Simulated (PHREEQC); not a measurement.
Consider water at 29 °C with 0.62 mol/kgw CuSO4 and 0.0014 mol/kgw Na2SO4. It is in equilibrium with CO2 at log p = -1 (atm). Otherwise closed; pH follows from the charge balance.

The numbers come from PHREEQC with the ion-association model, phreeqc.dat.

Question: The ionic strength comes out as 1.08 mol/kgw. What activity coefficients do CuHCO3+, HSO4-, Na+, Cu2(OH)2+2, CuOH+ get?

Answer: CuHCO3+ 0.80, HSO4- 0.80, Na+ 0.73, Cu2(OH)2+2 0.42, CuOH+ 0.60.

Precipitation was switched off in this run. Ionic strength above about 0.7 mol/kgw puts this run outside the model's range.
